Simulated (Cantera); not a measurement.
Feed: 1 mol Si₃N₄, 0.26 mol CO₂, 11 mol H₂, 0.068 mol N₂O, at 1.90 mbar.

These are equilibrium values from Cantera (NASA tables, ideal gas, pure condensed phases), not measurements of a reactor. Candidate condensed phases: C, C₆H₆, C₇H₈, C₈H₁₈, H₂O, Si, SiC, SiO₂, Si₂N₂O, Si₃N₄; 151 gas species. Mutual solubility and eutectic melting of coexisting phases are not modelled. Gases not in the tables: Si₂H₆ and higher silanes. Kinetics and transport are ignored.

**Question.** What share of the Si ends up in condensed phases as a function of T (K), at 1223, 1323, 1423, 1523, 1623, 1723, 1823, 1923?

**Answer.** 
```tsv
T (K)	Si condensed (%)	as
1223	100.0	SiC(s) + Si₂N₂O(s) + Si₃N₄(s)
1323	100.0	SiC(s) + Si₂N₂O(s) + Si₃N₄(s)
1423	100.0	SiC(s) + Si₂N₂O(s) + Si₃N₄(s)
1523	99.7	Si(s) + SiC(s) + Si₂N₂O(s) + Si₃N₄(s)
1623	94.4	Si(s) + SiC(s) + Si₂N₂O(s)
1723	81.3	Si(l) + SiC(s)
1823	81.3	Si(l) + SiC(s)
1923	79.2	Si(l) + SiC(s)
```
